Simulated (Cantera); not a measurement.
**Stirred combustor or abatement burner**

A perfectly stirred reactor is fed with CH4 : O2 : N2 = 1 : 4.55 : 17.1 (molar parts), at 1.00 atm; it is adiabatic with a 548 K inlet, and is followed from long to short residence time, starting on the burning branch (τ in s: 0.28, 0.079, 0.023, 0.0064, 0.0018, 0.00052, 0.00015, 4.3e-05, 1.2e-05).

Model: GRI-Mech 3.0 (53 species, 325 reactions), integrated in Cantera.

```tsv
τ (s)	T (K)	x CH4	x O2	x O	x NO2	x H2O
0.28	1562	1.07e-5	0.113	4.31e-5	1.55e-8	0.0880
0.079	1558	2.42e-5	0.113	9.64e-5	1.48e-8	0.0879
0.023	1552	5.36e-5	0.113	0.000209	1.03e-8	0.0876
0.0064	1536	0.000125	0.113	0.000446	5.67e-9	0.0870
0.0018	1501	0.000323	0.115	0.000823	3.12e-9	0.0858
0.00052	548	0.0442	0.201	<1e-12	<1e-12	<1e-12
0.00015	548	0.0442	0.201	<1e-12	<1e-12	<1e-12
4.3e-5	548	0.0442	0.201	<1e-12	<1e-12	<1e-12
1.2e-5	548	0.0442	0.201	<1e-12	<1e-12	<1e-12
```
x: mole fraction; the columns are a selection and need not sum to one.
